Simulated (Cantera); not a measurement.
Cantera run:

```python
import numpy as np
import cantera as ct

gas_names = """
    H HO2 H2 H2O H2O2 Hg O OH O2 O3
""".split()
cond_names = """
    H2O(s) H2O(L) Hg(cr) Hg(L) HgO(s)
""".split()


def load(file, names, dense=False):
    # The tables refer to 1 bar. Condensed volumes are neglected.
    table = {s.name: s for s in ct.Species.list_from_file(file)}
    out = []
    for n in names:
        d = dict(table[n].input_data)
        d["thermo"] = dict(d["thermo"], **{"reference-pressure": 1e5})
        if dense:
            d["equation-of-state"] = {"model": "constant-volume", "density": "1e6 g/cm^3"}
        out.append(ct.Species.from_dict(d))
    return out


gas = ct.Solution(thermo="ideal-gas", species=load("nasa_gas.yaml", gas_names))
cond = {s.name: ct.Solution(thermo="fixed-stoichiometry", species=[s], name=s.name)
        for s in load("nasa_condensed.yaml", cond_names, dense=True)}
atoms = {
    'HgO': {'Hg': 1, 'O': 1},
    'H2': {'H': 2},
}
top_T = {}  # K; cautious upper limits of use, not melting points


def equilibrate(T, P, feed):
    n = {}
    for name, mol in feed.items():
        for a, k in atoms[name].items():
            n[a] = n.get(a, 0.0) + k * mol
    gas.TPX = T, P, n
    mass = sum(n.values()) * gas.mean_molecular_weight
    gas.equilibrate("TP")
    valid = [c for c in cond.values() if c.min_temp <= T <= top_T.get(c.name, c.max_temp)]
    mix = ct.Mixture([(gas, mass / gas.mean_molecular_weight)] + [(c, 0.0) for c in valid])
    mix.T, mix.P = T, P
    mix.equilibrate("TP", solver="vcs", rtol=1e-11, max_steps=5000)
    return mix


results = []
feed = {'HgO': 1, 'H2': 0.13}  # mol
P = 40000  # Pa
for T in [573, 673, 773, 873, 973, 1073, 1173, 1273, 1373, 1473, 1573]:
    mix = equilibrate(T, P, feed)
    results.append((T, P, feed, dict(zip(mix.species_names, mix.species_moles))))
    x = sorted(zip(gas.X, gas.species_names), reverse=True)
    print(f"T = {T:g} K  P = {P:g} Pa  gas = {mix.phase_moles(0):.4g} mol")
    print("   x: " + "  ".join(f"{s} {v:.3e}" for v, s in x if v > 0.0001))
    print("   condensed (mol): " + ("  ".join(f"{mix.phase(i).name} {mix.phase_moles(i):.4g}"
          for i in range(1, mix.n_phases) if mix.phase_moles(i) > 1e-12) or "none"))
```

Result:

```
T = 573 K  P = 40000 Pa  gas = 0.26 mol
   x: Hg 5.000e-01  H2O 5.000e-01
   condensed (mol): HgO(s) 0.87
T = 673 K  P = 40000 Pa  gas = 0.7226 mol
   x: Hg 6.067e-01  O2 2.134e-01  H2O 1.799e-01
   condensed (mol): HgO(s) 0.5616
T = 773 K  P = 40000 Pa  gas = 1.565 mol
   x: Hg 6.390e-01  O2 2.780e-01  H2O 8.307e-02
   condensed (mol): none
T = 873 K  P = 40000 Pa  gas = 1.565 mol
   x: Hg 6.390e-01  O2 2.780e-01  H2O 8.307e-02
   condensed (mol): none
T = 973 K  P = 40000 Pa  gas = 1.565 mol
   x: Hg 6.390e-01  O2 2.780e-01  H2O 8.307e-02
   condensed (mol): none
T = 1073 K  P = 40000 Pa  gas = 1.565 mol
   x: Hg 6.390e-01  O2 2.780e-01  H2O 8.307e-02
   condensed (mol): none
T = 1173 K  P = 40000 Pa  gas = 1.565 mol
   x: Hg 6.390e-01  O2 2.780e-01  H2O 8.307e-02
   condensed (mol): none
T = 1273 K  P = 40000 Pa  gas = 1.565 mol
   x: Hg 6.390e-01  O2 2.780e-01  H2O 8.306e-02
   condensed (mol): none
T = 1373 K  P = 40000 Pa  gas = 1.565 mol
   x: Hg 6.390e-01  O2 2.779e-01  H2O 8.305e-02
   condensed (mol): none
T = 1473 K  P = 40000 Pa  gas = 1.565 mol
   x: Hg 6.390e-01  O2 2.779e-01  H2O 8.303e-02
   condensed (mol): none
T = 1573 K  P = 40000 Pa  gas = 1.565 mol
   x: Hg 6.389e-01  O2 2.779e-01  H2O 8.297e-02  OH 1.762e-04
   condensed (mol): none
```

Equilibrium computed with Cantera from the NASA thermochemical tables; the gas is ideal and each condensed phase is pure.
